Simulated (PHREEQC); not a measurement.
Dissolve 0.023 mol/kgw HF and 3.8e-05 mol/kgw Na2CO3 at 45 °C. Closed to the air; pH follows from the charge balance.

All values are PHREEQC results (ion-association model, wateq4f.dat), not measurements.

This is a speciation only: nothing precipitates in the calculation.

Problem. What pH, ionic strength does the model give?

Solution. pH 2.52; ionic strength 0.00327 mol/kgw.

Problem. In which forms is F present?

Solution. HF 81 %, F- 13 %, H2F2 3.7 %, HF2- 2.1 % of the F.

Complexes and solids missing from the database can't appear. At this temperature some constants are extrapolated from 25 °C, and those without enthalpy data are left unchanged.
